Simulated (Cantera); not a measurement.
**Gas-phase reforming**

An isothermal, constant-pressure homogeneous reactor starts with 76.3 % CH₄, 23.7 % CO₂, at 1875 K and 1.01 bar.

Cantera simulation using GRI-Mech 3.0 (53 species, 325 reactions); the numbers are that mechanism's predictions, not measurements. GRI-Mech 3.0 stops at C3 and has no aromatics, soot or wall deposition, so with more carbon than oxygen in the feed, carbon stays in small species such as C2H2 where larger ones or solid carbon would form.

| t (s) | x CH₄ | x CO₂ | x O₂ | x H | x CH₃ | x HO₂ |
|---|---|---|---|---|---|---|
| 0.000100 | 0.630 | 0.223 | 1.58e-12 | 0.000108 | 0.00945 | <1e-12 |
| 0.000256 | 0.441 | 0.191 | 8.86e-12 | 0.000208 | 0.00647 | <1e-12 |
| 0.000654 | 0.267 | 0.148 | 2.94e-11 | 0.000296 | 0.00386 | <1e-12 |
| 0.00167 | 0.138 | 0.0923 | 7.31e-11 | 0.000369 | 0.00212 | <1e-12 |
| 0.00428 | 0.0593 | 0.0320 | 1.25e-10 | 0.000429 | 0.00102 | <1e-12 |
| 0.0109 | 0.0271 | 0.00816 | 1.16e-10 | 0.000478 | 0.000499 | <1e-12 |
| 0.0280 | 0.0184 | 0.00567 | 5.64e-11 | 0.000500 | 0.000332 | <1e-12 |
| 0.0715 | 0.0133 | 0.00303 | 1.28e-11 | 0.000510 | 0.000230 | <1e-12 |
| 0.183 | 0.00836 | 0.000738 | <1e-12 | 0.000517 | 0.000140 | <1e-12 |
| 0.468 | 0.00618 | 2.67e-5 | <1e-12 | 0.000519 | 0.000103 | <1e-12 |
| 1.20 | 0.00608 | 1.14e-7 | <1e-12 | 0.000519 | 0.000101 | <1e-12 |
| 3.06 | 0.00608 | 1.08e-7 | <1e-12 | 0.000519 | 0.000101 | <1e-12 |
| 7.82 | 0.00608 | 1.08e-7 | <1e-12 | 0.000519 | 0.000101 | <1e-12 |
| 20.0 | 0.00608 | 1.08e-7 | <1e-12 | 0.000519 | 0.000101 | <1e-12 |
x: mole fraction; the columns are a selection and need not sum to one.

Equilibrium at this temperature and pressure: CH₄ 0.00608, CO₂ 1.08e-7, O₂ <1e-12, H 0.000519, CH₃ 0.000101, HO₂ <1e-12 (gas phase only).
